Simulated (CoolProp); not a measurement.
A Linde-Hampson liquefier for dry air: isothermal reversible compression at 290 K from 1 atm to 40 MPa, throttling to 1 atm, return gas leaving the recuperator 5 K below the feed. Each further row changes one setting.

The numbers come from the reference Helmholtz-energy equation of state, Lemmon 2000 in CoolProp. It is a pseudo-pure fit of the blend.

```
case                        liquid yield per pass  compression work (kJ/kg of gas)
--------------------------  ---------------------  -------------------------------
as stated                                   0.106                              501
high pressure 80 MPa                          [?]                              [?]
warm-end temperature 320 K                    [?]                              557
warm-end gap 10 K                             [?]                              501
```

Question: Complete the blanks.

Answer: 
- high pressure 80 MPa, liquid yield per pass: 0.074
- high pressure 80 MPa, compression work (kJ/kg of gas): 582
- warm-end temperature 320 K, liquid yield per pass: 0.076
- warm-end gap 10 K, liquid yield per pass: 0.094
